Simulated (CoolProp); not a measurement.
Vapour-liquid equilibrium of n-decane (1) + n-dodecane (2) at 259 kPa; x and y are mole fractions of (1).

Model: multi-fluid Helmholtz-energy mixture model, Lemmon 2006 and Lemmon 2004; pair parameters Bell 2016, in CoolProp.

### Question
Give the bubble temperature and the first vapour's composition at x = 0.2, 0.8, 0.95. Is there an azeotrope?

### Answer
x = 0.2: 521.9 K, y = 0.340; x = 0.8: 495.0 K, y = 0.901; x = 0.95: 489.9 K, y = 0.978. No azeotrope shows between x = 0.05 and 0.95.

The pair parameters rest on a limited set of measurements; away from them the model extrapolates.
